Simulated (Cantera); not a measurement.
Charge: 1 mol C₃H₆, 0.65 mol NH₃, 0.58 mol N₂, equilibrated at 0.133 bar.

Equilibrium computed with Cantera from the NASA thermochemical tables; the gas is ideal and each condensed phase is pure. Candidate condensed phases: C, C₆H₆, C₇H₈, C₈H₁₈; 92 gas species. Equilibrium is a limit: real reactors are often held back by kinetics, nucleation or transport.

### Question
What share of the C ends up in condensed phases as a function of T (K), at 800, 950, 1100, 1250, 1400, 1550, 1700, 1850, 2000, 2150, 2300, 2450?

### Answer
| T (K) | C condensed (%) | as |
|---|---|---|
| 800 | 86.6 | C(graphite) |
| 950 | 97.7 | C(graphite) |
| 1100 | 99.5 | C(graphite) |
| 1250 | 99.8 | C(graphite) |
| 1400 | 99.9 | C(graphite) |
| 1550 | 99.9 | C(graphite) |
| 1700 | 99.7 | C(graphite) |
| 1850 | 99.4 | C(graphite) |
| 2000 | 98.8 | C(graphite) |
| 2150 | 97.8 | C(graphite) |
| 2300 | 96.1 | C(graphite) |
| 2450 | 93.7 | C(graphite) |
